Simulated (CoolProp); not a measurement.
R1233zd(E) along the isotherm 174.85 °C: Z from the reference equation and from simpler models built on Tc = 165.7 °C, pc = 35.83 bar, ω = 0.304; each cubic takes its own stable root.

Model: reference Helmholtz-energy equation of state, Akasaka 2022, in CoolProp.

| p (bar) | phase | reference | Redlich-Kwong | Soave-Redlich-Kwong |
|---|---|---|---|---|
| 22.4 | gas | … | … | 0.7679 |
| 44.8 | supercritical | 0.2484 | 0.2965 | 0.3129 |
| 67.2 | supercritical | 0.2947 | … | 0.3511 |
| 89.6 | supercritical | … | 0.4188 | 0.4232 |
| 112 | supercritical | … | 0.4926 | 0.4966 |
| 134 | supercritical | 0.5078 | 0.5641 | 0.5679 |
| 157 | supercritical | 0.5796 | 0.6376 | 0.6412 |
| 179 | supercritical | 0.6473 | 0.7066 | 0.7101 |
| 202 | supercritical | 0.7170 | 0.7776 | 0.7811 |
| 224 | supercritical | 0.7829 | 0.8445 | 0.8480 |
| 246 | supercritical | 0.8479 | 0.9106 | 0.9140 |
| 269 | supercritical | 0.9151 | 0.9789 | 0.9822 |
| 291 | supercritical | 0.9788 | 1.043 | 1.047 |
| 313 | supercritical | 1.042 | 1.107 | 1.111 |
| 336 | supercritical | 1.107 | 1.174 | 1.177 |
| 358 | supercritical | 1.169 | 1.237 | 1.240 |

Task: Complete the blanks.

Result: 
- 22.4, reference: 0.7570
- 22.4, Redlich-Kwong: 0.7639
- 67.2, Redlich-Kwong: 0.3455
- 89.6, reference: 0.3661
- 112, reference: 0.4380
